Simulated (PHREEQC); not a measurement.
Make-up at 20 °C: 0.005 mol/kgw K2SiO3 and 0.012 mol/kgw (CH3)4NCl. Closed to the air; pH follows from the charge balance.

Computed with PHREEQC (ion-association model, phreeqc.dat).

No solid was allowed to form.

Question: Order these Si species by the share of Si that they hold, largest first: H4SiO4, H3SiO4-, H2SiO4-2.

Answer: H3SiO4- (95 %), H2SiO4-2 (4.2 %), H4SiO4 (1.1 %)

The pH is 11.79 and the ionic strength 0.0222 mol/kgw. (CH3)4N+ isn't in the database: it is added as a free cation with an ion size of 4 Å.
